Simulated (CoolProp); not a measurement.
Properties of ethylene along the isotherm 450 K.

Model: reference Helmholtz-energy equation of state, Smukala 2000, in CoolProp.

```csv
p (bar),phase,cv (kJ/(kg K)),isothermal compressibility (1/MPa),expansivity (1/kK)
11.5,gas,1.773,0.8833,2.366
22.9,gas,1.779,0.4503,___
34.4,gas,1.786,0.3041,2.673
45.8,gas,1.793,___,2.834
57.3,supercritical,1.800,___,3.000
68.8,supercritical,1.806,___,3.167
80.2,supercritical,1.812,0.1360,___
91.7,supercritical,1.818,___,3.490
103,supercritical,1.824,0.1065,3.638
115,supercritical,___,0.09515,3.781
126,supercritical,1.835,0.08631,3.896
```

**Question.** What belongs in the gaps?

**Answer.** 
- 22.9, expansivity (1/kK): 2.516
- 45.8, isothermal compressibility (1/MPa): 0.2314
- 57.3, isothermal compressibility (1/MPa): 0.1871
- 68.8, isothermal compressibility (1/MPa): 0.1574
- 80.2, expansivity (1/kK): 3.330
- 91.7, isothermal compressibility (1/MPa): 0.1195
- 115, cv (kJ/(kg K)): 1.830
